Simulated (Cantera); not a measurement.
A Cantera script and its output.

```python
import numpy as np
import cantera as ct

gas = ct.Solution("gri30.yaml", transport_model="mixture-averaged")
show = ['N2', 'CH3', 'NH3']

rows = []
print(f"{'T/K':>7s}{'rho':>11s}{'cp':>10s}{'mu':>11s}{'lambda':>11s}{'Pr':>7s}" + "".join(f"{'D_' + s:>11s}" for s in show))
for T in [400, 600, 800, 1000, 1200, 1400, 1600, 1800, 2000]:
    gas.TPX = T, 100000, {'NH3': 0.96, 'CO2': 0.46}
    Pr = gas.cp_mass * gas.viscosity / gas.thermal_conductivity
    D = [gas.mix_diff_coeffs_mole[gas.species_index(s)] for s in show]
    rows.append([gas.density, gas.cp_mass, gas.viscosity, gas.thermal_conductivity, Pr, *D])
    print(f"{T:7g}{gas.density:11.4e}{gas.cp_mass:10.1f}{gas.viscosity:11.4e}"
          f"{gas.thermal_conductivity:11.4e}{Pr:7.3f}" + "".join(f"{d:11.4e}" for d in D))
print("SI units: kg/m3, J/kg/K, Pa s, W/m/K, m2/s")
```

Output:

```
    T/K        rho        cp         mu     lambda     Pr       D_N2      D_CH3      D_NH3
    400 7.7487e-01    1532.8 1.6638e-05 3.6901e-02  0.691 3.3950e-05 3.5867e-05 2.8423e-05
    600 5.1658e-01    1784.6 2.4301e-05 6.2879e-02  0.690 7.0473e-05 7.5420e-05 6.2100e-05
    800 3.8743e-01    1991.0 3.1239e-05 9.0556e-02  0.687 1.1649e-04 1.2554e-04 1.0583e-04
   1000 3.0995e-01    2165.8 3.7555e-05 1.1843e-01  0.687 1.7088e-04 1.8493e-04 1.5824e-04
   1200 2.5829e-01    2307.1 4.3361e-05 1.4580e-01  0.686 2.3291e-04 2.5273e-04 2.1841e-04
   1400 2.2139e-01    2425.1 4.8755e-05 1.7234e-01  0.686 3.0206e-04 3.2833e-04 2.8570e-04
   1600 1.9372e-01    2523.1 5.3811e-05 1.9788e-01  0.686 3.7792e-04 4.1128e-04 3.5964e-04
   1800 1.7219e-01    2603.9 5.8588e-05 2.2238e-01  0.686 4.6020e-04 5.0125e-04 4.3988e-04
   2000 1.5497e-01    2670.3 6.3132e-05 2.4581e-01  0.686 5.4864e-04 5.9794e-04 5.2616e-04
SI units: kg/m3, J/kg/K, Pa s, W/m/K, m2/s
```

Model: GRI-Mech 3.0 (53 species, 325 reactions), integrated in Cantera. Polar gases are described roughly by these parameters. The composition is frozen, though it would react at the higher temperatures.
